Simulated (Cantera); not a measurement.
# PbO + CO + H2 (carbothermic reduction)

A closed system holds: 1 mol PbO, 0.95 mol CO, a varied amount of H2, equilibrated at 1 atm.

Cantera equilibrium calculation (NASA polynomials, part measured and part estimated; ideal gas, pure solids and liquids). Candidate condensed phases: C, C6H6, C7H8, C8H18, H2O, Pb, PbO, PbO2, Pb3O4; 113 gas species. Rates play no part.

Stable condensed phases:

```
T in K \ n(H2) in mol
         1.5 1.7   2 2.3 2.6   3 3.4 3.9 4.5 5.2   6 6.9
   2498    A   A   A   A   A   A   A   A   A   A   A   A
   2398    A   A   A   A   A   A   A   A   A   A   A   A
   2298    A   A   A   A   A   A   A   A   A   A   A   A
   2198    A   A   A   A   A   A   A   A   A   A   A   A
   2098    A   A   A   A   A   A   A   A   A   A   A   A
   1998    A   A   A   A   A   A   A   A   A   A   A   A
   1898    A   A   A   A   A   A   A   A   A   A   A   A
   1798    B   B   A   A   A   A   A   A   A   A   A   A
   1698    B   B   B   B   B   B   B   B   B   B   A   A
```

A: gas only; B: Pb.
